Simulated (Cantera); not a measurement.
Charge: 1 mol Si2H6, 0.32 mol H2O, 1.5 mol N2, held at 1598.15 K and 5.60 mbar.

These are equilibrium values from Cantera (NASA tables, ideal gas, pure condensed phases), not measurements of a reactor. Candidate condensed phases: H2O, Si, SiO2, Si2N2O, Si3N4; 35 gas species. The feed counts by its element totals alone. Mutual solubility and eutectic melting of coexisting phases are not modelled. The numbers say what is thermodynamically allowed, not how fast it happens.

Task: What is the equilibrium state?

Result: 
```
Property                              Value
--------------------------------  ---------
x(H2)                                 0.922
x(N2)                                0.0763
x(SiO)                              0.00127
x(H)                               0.000684
x(Si)                               1.29e-5
x(SiH2)                             3.49e-6
x(SiH)                              2.04e-6
n(Si2N2O(s))                      0.315 mol
n(Si3N4(s))                       0.455 mol
gas amount                        3.601 mol
log10 activity of Si(s) (absent)      -0.11
```
